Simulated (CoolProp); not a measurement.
Vapour pressure (kPa) of isopentane: the reference equation beside estimates from Tc = 187.2 °C, pc = 3378 kPa, ω = 0.227. Clausius-Clapeyron is anchored at 46.15 °C with a constant enthalpy of vaporisation of 23.70 kJ/mol.

Model: reference Helmholtz-energy equation of state, Lemmon 2006, in CoolProp. It is a short technical equation, of lower accuracy than the large ones.

```csv
T (°C),reference,Lee-Kesler,Clausius-Clapeyron,van der Waals,Redlich-Kwong,Peng-Robinson
35.85,132.6,132.0,136.1,544.8,205.2,132.3
39.25,147.9,147.5,150.4,577.0,226.1,147.5
42.65,164.6,164.3,166.0,610.4,248.5,164.1
46.15,183.2,183.1,183.2,646.1,273.2,182.6
49.55,202.8,202.9,201.3,682.1,298.9,202.0
52.95,224.0,224.2,220.7,719.3,326.3,223.1
56.45,247.4,248.0,242.2,759.1,356.3,246.5
59.85,272.0,272.8,264.5,799.0,387.4,270.9
63.25,298.4,299.5,288.4,840.3,420.3,297.2
66.75,327.5,328.9,314.8,884.1,456.1,326.3
70.15,357.8,359.5,342.0,928.2,493.0,356.5
```

Absolute difference from the reference over all 11 rows, mean and median: Lee-Kesler 0.3 and 0.3 %, Clausius-Clapeyron 2.2 and 2.1 %, van der Waals 226.7 and 221.1 %, Redlich-Kwong 45.9 and 45.7 %, Peng-Robinson 0.3 and 0.4 %.
